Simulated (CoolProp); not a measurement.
The fluid at 262.72 K and 0.163 MPa flows at 3.7 m/s in a round tube of 6 mm bore and 45 µm roughness, fully developed (64/Re and Nu = 3.66 if laminar; Colebrook and Gnielinski if turbulent). The same conditions are run with several fluids, on thermodynamics alone (safety and materials aside).

Values from CoolProp's reference Helmholtz-energy equation of state of each fluid (CH2F2 (R32): Tillner-Roth 1997; propane: Lemmon 2009; R125: Lemmon 2005).

Question: Rank CH2F2 (R32), propane, R125 by Reynolds number, highest first.

Answer: R125 (18100), propane (10600), CH2F2 (R32) (7580)

```csv
fluid,Darcy friction factor,pressure drop (Pa/m),heat-transfer coefficient (W/(m² K)),mass flow (kg/h)
CH2F2 (R32),0.0420,192,61.6,1.51
propane,0.0402,157,106,1.29
R125,0.0381,405,138,3.51
```

Transport values come from each fluid's own correlations; those of CH2F2 (R32) are estimates that may be off by 10 % or more.
